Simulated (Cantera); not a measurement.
Input (Python, Cantera):

```python
import numpy as np
import cantera as ct

surf = ct.Interface("ptcombust.yaml", "Pt_surf")
gas = surf.adjacent["gas"]
gas.TPX = 300, 4400, {'H2': 0.026, 'O2': 0.17, 'N2': 0.79}
jet = ct.ImpingingJet(gas=gas, width=0.025, surface=surf)
jet.inlet.mdot, jet.inlet.T, jet.inlet.X = 0.074, 300, {'H2': 0.026, 'O2': 0.17, 'N2': 0.79}
jet.set_refine_criteria(ratio=10, slope=0.2, curve=0.3)
show, cover = ['H2', 'O2', 'H2O', 'OH'], ["PT(S)", "H(S)", "O(S)", "OH(S)", "CO(S)", "C(S)"]

rows = []
print(f"{'Ts/K':>7s}" + "".join(f"{s:>11s}" for s in show + cover) + "   (gas at the wall, coverages)")
for i, Ts in enumerate([600, 650, 700, 750, 800, 850, 900]):
    jet.surface.T = Ts
    if i == 0:
        surf.TP = Ts, 4400
        surf.coverages = "PT(S):0.5, O(S):0.5"
        surf.advance_coverages(1.0)
        jet.set_initial_guess(products="inlet")
    jet.solve(loglevel=0, auto=(i == 0))
    rows.append([*(jet.X[gas.species_index(s), -1] for s in show), *surf[cover].coverages])
    print(f"{Ts:7g}" + "".join(f"{x:11.3e}" for x in rows[-1]))
```

Output:

```
   Ts/K         H2         O2        H2O         OH      PT(S)       H(S)       O(S)      OH(S)      CO(S)       C(S)   (gas at the wall, coverages)
    600  5.981e-03  1.507e-01  3.958e-02  1.480e-12  6.519e-02  1.589e-09  9.302e-01  4.556e-03 -6.860e-20 -7.442e-31
    650  5.954e-03  1.507e-01  3.938e-02  1.902e-11  6.862e-02  2.267e-09  9.283e-01  3.058e-03  1.301e-15  8.004e-27
    700  5.792e-03  1.506e-01  3.946e-02  1.668e-10  7.416e-02  3.655e-09  9.236e-01  2.196e-03  4.901e-21  2.375e-27
    750  5.188e-03  1.501e-01  4.039e-02  1.057e-09  8.864e-02  7.047e-09  9.096e-01  1.745e-03  7.850e-17  7.562e-30
    800  4.169e-03  1.491e-01  4.212e-02  4.958e-09  1.201e-01  1.646e-08  8.784e-01  1.526e-03  6.956e-18  9.602e-27
    850  3.217e-03  1.481e-01  4.372e-02  1.861e-08  1.680e-01  4.003e-08  8.306e-01  1.384e-03  4.548e-19  3.522e-26
    900  2.532e-03  1.475e-01  4.481e-02  5.981e-08  2.264e-01  8.975e-08  7.723e-01  1.249e-03  5.350e-17  5.577e-25
```

Cantera simulation using Deutschmann's 1995 Pt surface mechanism with GRI-Mech 3.0 gas chemistry; the numbers are that mechanism's predictions, not measurements. Catalytic surfaces can have several steady states; this one follows from the mechanism file's or the stated starting coverage.
